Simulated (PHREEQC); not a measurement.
Consider water at 10 °C with 0.068 mol/kgw H3AsO4 and 0.014 mol/kgw FeCl3. Closed to the air; pH follows from the charge balance.

Model: ion-association model, wateq4f.dat, run in PHREEQC.

```csv
quantity,before,after
pH,1.75,2.21
ionic strength (mol/kgw),0.0935,0.0765
Cl- (mol/kgw),0.0388,0.0392
Fe+3 (mol/kgw),0.0100,0.00793
FeCl+2 (mol/kgw),0.00266,0.00223
FeOH+2 (mol/kgw),0.000693,0.00161
SI of Goethite (FeOOH),+2.97,+4.27
SI of Hematite (Fe2O3),+7.87,+10.48
```

Task: What was changed between the two runs?
(A) H3AsO4 left out
(B) 0.085 mol/kgw NaCl added
(C) 0.00086 mol/kgw K3PO4 added
(D) H3AsO4 from 0.068 to 0.0068 mol/kgw
(E) diluted 2-fold with water

Result: D, H3AsO4 from 0.068 to 0.0068 mol/kgw

Precipitation was switched off in this run. Some of these states are supersaturated (in Hematite (slow to form), Goethite (slow to form), for instance). The database's scorodite may be far more soluble than the real mineral, and it has no iron arsenate complexes; the constant wasn't checked at its source. Constants without temperature data keep their 25 °C values here.
